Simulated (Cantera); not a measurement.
An adiabatic, constant-pressure homogeneous reactor starts with 8.35 % CH4, 18.4 % O2, 69.0 % N2, 4.26 % H2O, at 1125 K and 380000 Pa.

Computed with Cantera and GRI-Mech 3.0 (53 species, 325 reactions).

Task: Predict: time of steepest temperature rise; temperature at 2.00 s; equilibrium temperature; x(O2) at 2.00 s; x(H2O) at 2.00 s; x(NO) at 2.00 s; x(H2O2) at 2.00 s.

Result: 
| Quantity | Result |
|---|---|
| time of steepest temperature rise | 35.8 ms |
| temperature at 2.00 s | 2569 K |
| equilibrium temperature | 2569 K |
| x(O2) at 2.00 s | 0.0196 (gas-phase equilibrium 0.0196) |
| x(H2O) at 2.00 s | 0.195 (gas-phase equilibrium 0.195) |
| x(NO) at 2.00 s | 0.00735 (gas-phase equilibrium 0.00735) |
| x(H2O2) at 2.00 s | 4.34e-7 (gas-phase equilibrium 4.34e-7) |
